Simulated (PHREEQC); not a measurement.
Solution (25 °C): 90 mmol/kgw CaCl2, 3.4 mmol/kgw Na2HPO4 and 1.2 mmol/kgw KCl. Closed to the air; pH follows from the charge balance.

Equilibrium calculation in PHREEQC: ion-association model, wateq4f.dat.

**Question.** The ionic strength comes out as 0.271 mol/kgw. What activity coefficients do HPO4-2, CaPO4-, Ca+2, NaHPO4-, H2PO4- get?

**Answer.** HPO4-2 0.27, CaPO4- 0.73, Ca+2 0.30, NaHPO4- 0.73, H2PO4- 0.73.

No solid was allowed to form. Saturation is exceeded, for instance for Hydroxyapatite; the values hold only as long as no solid forms. H3PO4, which wateq4f.dat lacks, is added to it with the constant of phreeqc.dat.
